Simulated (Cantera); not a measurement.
## Counterflow diffusion flame

A counterflow diffusion flame at 1.00 bar, nozzles 20 mm apart: fuel side CH4 : C2H6 : C3H8 = 1 : 0.25 : 0.21 (molar parts) at 300 K, oxidiser side O2 : N2 = 0.25 : 0.75 (molar parts) at 575 K, fuel mass flux 1 times the oxidiser's; mixture-averaged transport, no radiation.

Model: GRI-Mech 3.0 (53 species, 325 reactions), integrated in Cantera. GRI-Mech 3.0 was tuned for natural gas; its chemistry of propane as a main component is partial and can be far from experiment. GRI-Mech 3.0 has no aromatics or soot, which form on the fuel side of real flames. The maximum strain rate includes the flame's own expansion and is several times the mean.

| oxidiser flux (kg/m²/s) | max strain (1/s) | mean strain (1/s) | T max (K) | peak x OH | peak x H | peak x NO | peak x CO | peak x C2H2 |
|---|---|---|---|---|---|---|---|---|
| 0.25 | 213 | 34.5 | 2289 | 0.0125 | 0.00576 | 0.000481 | 0.0830 | 0.0328 |
| 0.34 | 280 | 46.9 | 2271 | 0.0125 | 0.00605 | 0.000441 | 0.0816 | 0.0319 |
| 0.47 | 376 | 64.8 | 2253 | 0.0125 | 0.00635 | 0.000403 | 0.0803 | 0.0308 |
| 0.64 | 499 | 88.2 | 2237 | 0.0125 | 0.00665 | 0.000370 | 0.0792 | 0.0298 |
| 0.87 | 662 | 120 | 2222 | 0.0124 | 0.00696 | 0.000338 | 0.0784 | 0.0288 |
| 1.2 | 891 | 165 | 2205 | 0.0123 | 0.00727 | 0.000302 | 0.0776 | 0.0276 |
| 1.6 | 1160 | 221 | 2188 | 0.0121 | 0.00750 | 0.000268 | 0.0769 | 0.0263 |
x: mole fraction; the columns are a selection and need not sum to one.
